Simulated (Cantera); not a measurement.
# Stirred combustor or abatement burner

A perfectly stirred reactor is fed with CH3OH : O2 : N2 = 1 : 2.42 : 9.1 (molar parts), equivalence ratio 0.62, at 900 Torr; it is adiabatic with a 450 K inlet, and is followed from long to short residence time, starting on the burning branch (τ in s: 0.21, 0.08, 0.031, 0.012, 0.0046, 0.0018, 0.00069, 0.00026, 0.0001, 3.9e-05, 1.5e-05, 5.9e-06).

Cantera simulation using GRI-Mech 3.0 (53 species, 325 reactions); the numbers are that mechanism's predictions, not measurements. GRI-Mech 3.0 was tuned for natural gas; its chemistry of methanol as a main component is partial and can be far from experiment.

```csv
τ (s),T (K),x CH3OH,x O2,x CH2,x NO,x NO2,x C2H
0.21,1862,1.54e-6,0.0704,8.42e-10,4.82e-5,7.66e-8,<1e-12
0.080,1858,3.13e-6,0.0705,1.66e-9,3.19e-5,5.35e-8,<1e-12
0.031,1852,5.98e-6,0.0705,3.22e-9,2.33e-5,3.93e-8,<1e-12
0.012,1840,1.12e-5,0.0707,6.94e-9,1.72e-5,2.72e-8,<1e-12
0.0046,1822,2.08e-5,0.0712,1.83e-8,1.20e-5,1.70e-8,<1e-12
0.0018,1793,3.92e-5,0.0721,5.49e-8,8.16e-6,1.04e-8,<1e-12
0.00069,1748,8.10e-5,0.0741,1.73e-7,5.25e-6,6.48e-9,<1e-12
0.00026,1673,0.000219,0.0789,5.03e-7,2.37e-6,3.96e-9,1.39e-12
0.00010,450,0.0799,0.193,<1e-12,<1e-12,<1e-12,<1e-12
3.9e-5,450,0.0799,0.193,<1e-12,<1e-12,<1e-12,<1e-12
1.5e-5,450,0.0799,0.193,<1e-12,<1e-12,<1e-12,<1e-12
5.9e-6,450,0.0799,0.193,<1e-12,<1e-12,<1e-12,<1e-12
```
x: mole fraction; the columns are a selection and need not sum to one.
